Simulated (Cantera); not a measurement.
Cantera run:

```python
import numpy as np
import cantera as ct

gas_names = """
    H HO2 H2 H2O H2O2 Nb NbO NbO2 O OH O2 O3
""".split()
cond_names = """
    H2O(s) H2O(L) Nb(cr) Nb(L) NbO(s) NbO(L) NbO2(I) NbO2(II) NbO2(III) NbO2(L) Nb2O5(s) Nb2O5(L)
""".split()


# ... load() reads the species with a 1 bar reference pressure and builds the phases ...
atoms = {
    'Nb2O5': {'Nb': 2, 'O': 5},
    'H2': {'H': 2},
    'H2O': {'H': 2, 'O': 1},
}
top_T = {}  # K; cautious upper limits of use, not melting points


# ... equilibrate(T, P, feed) seeds the gas with the atoms and calls Mixture.equilibrate('TP', solver="vcs", rtol=1e-11, max_steps=5000) ...
results = []
feed = {'Nb2O5': 1, 'H2': 41, 'H2O': 0.048}  # mol
P = 10000  # Pa
for T in [1100, 1175, 1250, 1325, 1400, 1475, 1550, 1625, 1700, 1775, 1850, 1925, 2000, 2075]:
    mix = equilibrate(T, P, feed)
    results.append((T, P, feed, dict(zip(mix.species_names, mix.species_moles))))

top = {s: max(r[3][s] / sum(r[3][g] for g in gas_names) for r in results) for s in gas_names}
cols = sorted((s for s in top if top[s] > 1e-06), key=lambda s: -top[s])[:5]
seen = [c for c in cond_names if any(r[3].get(c, 0) > 1e-12 for r in results)]
print("log10 of partial pressures in bar; condensed amounts in mol")
print(f"{'T/K':>10s}" + "".join(f"{s[:9]:>10s}" for s in cols + seen))
for T, P, feed, n in results:
    ng = sum(n[g] for g in gas_names)
    print(f"{T:10.4g}" + "".join(f"{np.log10(max(n[s] / ng * P / 1e5, 1e-99)):10.3f}" for s in cols)
          + "".join(f"{n.get(c, 0):10.4g}" for c in seen))
```

Result:

```
log10 of partial pressures in bar; condensed amounts in mol
       T/K        H2       H2O         H      NbO2        OH  NbO2(II) NbO2(III)  Nb2O5(s)
      1100    -1.005    -2.962    -8.090   -17.396   -12.398    0.7998         0    0.6001
      1175    -1.008    -2.745    -7.416   -15.663   -11.309     1.381         0    0.3094
      1250    -1.011    -2.593    -6.821   -14.145   -10.390         0         2         0
      1325    -1.011    -2.593    -6.292   -12.804    -9.710         0         2         0
      1400    -1.011    -2.593    -5.819   -11.611    -9.102         0         2         0
      1475    -1.011    -2.593    -5.393   -10.543    -8.556         0         2         0
      1550    -1.011    -2.593    -5.007    -9.581    -8.063         0         2         0
      1625    -1.011    -2.593    -4.657    -8.712    -7.614         0         2         0
      1700    -1.011    -2.593    -4.337    -7.921    -7.206         0         2         0
      1775    -1.012    -2.593    -4.044    -7.201    -6.831         0         2         0
      1850    -1.012    -2.593    -3.775    -6.540    -6.487         0         2         0
      1925    -1.013    -2.594    -3.526    -5.934    -6.170         0         2         0
      2000    -1.013    -2.594    -3.296    -5.375    -5.877         0     1.998         0
      2075    -1.015    -2.595    -3.082    -4.858    -5.605         0     1.994         0
```

These are equilibrium values from Cantera (NASA tables, ideal gas, pure condensed phases), not measurements of a reactor. Mutual solubility and eutectic melting of coexisting phases are not modelled. Condensed phases not in the tables: the oxides between NbO2 and Nb2O5.
